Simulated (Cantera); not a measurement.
What does this Cantera script print?

```python
import numpy as np
import cantera as ct

gas = ct.Solution("gri30.yaml")


def delay(T, t_max=10):
    gas.TPX = T, 110000, {'CH4': 1, 'H2': 0.33, 'O2': 1.14, 'N2': 4.28, 'H2O': 1.8}
    reactor = ct.IdealGasConstPressureReactor(gas, clone=False)
    net = ct.ReactorNet([reactor])
    net.rtol, net.atol = 1e-8, 1e-16
    while net.time < t_max:
        t_old, T_old = net.time, reactor.T
        net.step()
        if reactor.T > T + 400:  # ignition: a rise of 400 K
            return t_old + (T + 400 - T_old) / (reactor.T - T_old) * (net.time - t_old)
    return np.nan


taus = []
for T in [1275, 1350, 1425, 1500, 1575, 1650]:
    taus.append(delay(T))
    print(f"T0 = {T:6g} K   tau = {taus[-1]:.4e} s")
```

Result:

```
T0 =   1275 K   tau = 4.9090e-03 s
T0 =   1350 K   tau = 2.6018e-03 s
T0 =   1425 K   tau = 1.3679e-03 s
T0 =   1500 K   tau = 7.2803e-04 s
T0 =   1575 K   tau = 3.9979e-04 s
T0 =   1650 K   tau = 2.2924e-04 s
```

Cantera simulation using GRI-Mech 3.0 (53 species, 325 reactions); the numbers are that mechanism's predictions, not measurements.
